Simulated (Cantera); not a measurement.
Input: 1 mol Si(CH3)4, 620 mol H2, 0.14 mol C2H4, held at 2375 K and 1.33 mbar.

Equilibrium computed with Cantera from the NASA thermochemical tables; the gas is ideal and each condensed phase is pure. Candidate condensed phases: C, C6H6, C7H8, C8H18, Si, SiC; 87 gas species. Equilibrium is a limit: real reactors are often held back by kinetics, nucleation or transport.

Question: What is the equilibrium state?

Answer: 
```json
{
 "x(H2)": "0.678",
 "x(H)": "0.318",
 "x(C2H2 (acetylene))": "0.00261",
 "x(Si)": "0.00120",
 "x(SiC2)": "0.000132",
 "x(C2H)": "6.65e-5",
 "x(C3)": "2.35e-5",
 "x(C)": "1.61e-5",
 "x(SiH)": "1.16e-5",
 "gas_amount": "745.9 mol",
 "log10 activity of C(graphite) (absent)": "-0.10",
 "log10 activity of Si(l) (absent)": "-3.05"
}
```
